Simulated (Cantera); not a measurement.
A perfectly stirred reactor is fed with CH4 : O2 : N2 = 1 : 4.55 : 20 (molar parts), equivalence ratio 0.44, at 2.90 bar; it is adiabatic with a 575 K inlet, and is followed from long to short residence time, starting on the burning branch (τ in s: 0.11, 0.043, 0.017, 0.0066, 0.0026, 0.001, 0.0004, 0.00015, 6.1e-05, 2.4e-05, 9.3e-06, 3.6e-06).

Detailed kinetics in Cantera: GRI-Mech 3.0 (53 species, 325 reactions).

**Question.** What does this change do: inlet temperature 575 to 775 K?

**Answer.** 
| quantity | before | after |
|---|---|---|
| blow-out, bracketed by the residence times tried | burning at 2.60 ms, out at 1.00 ms | burning at 0.400 ms, out at 0.150 ms |
| x(CH4) at τ = 0.110 s | 2.38e-5 | 9.66e-6 |
| x(O2) at τ = 0.110 s | 0.0999 | 0.0998 |
| x(CH2) at τ = 0.110 s | 7.25e-9 | 7.73e-9 |
| x(OH) at τ = 0.110 s | 0.000158 | 0.000327 |
| x(CH2CO) at τ = 0.110 s | 2.68e-8 | 2.51e-9 |
| x(CH4) at τ = 0.400 ms | 0.0391 | 0.000548 |
| x(O2) at τ = 0.400 ms | 0.178 | 0.104 |
| x(CH2) at τ = 0.400 ms | <1e-12 | 9.01e-7 |
| x(OH) at τ = 0.400 ms | <1e-12 | 0.00116 |
| x(CH2CO) at τ = 0.400 ms | <1e-12 | 6.44e-7 |

**Question.** What does this change do: O2 4.55 to 6 parts?

**Answer.** 
```csv
quantity,before,after
"blow-out, bracketed by the residence times tried","burning at 2.60 ms, out at 1.00 ms","burning at 6.60 ms, out at 2.60 ms"
x(CH4) at τ = 0.110 s,2.38e-5,3.36e-5
x(O2) at τ = 0.110 s,0.0999,0.148
x(CH2) at τ = 0.110 s,7.25e-9,3.90e-9
x(OH) at τ = 0.110 s,0.000158,0.000111
x(CH2CO) at τ = 0.110 s,2.68e-8,5.96e-8
x(CH4) at τ = 0.400 ms,0.0391,0.0370
x(O2) at τ = 0.400 ms,0.178,0.222
x(CH2) at τ = 0.400 ms,<1e-12,<1e-12
x(OH) at τ = 0.400 ms,<1e-12,<1e-12
x(CH2CO) at τ = 0.400 ms,<1e-12,<1e-12
```
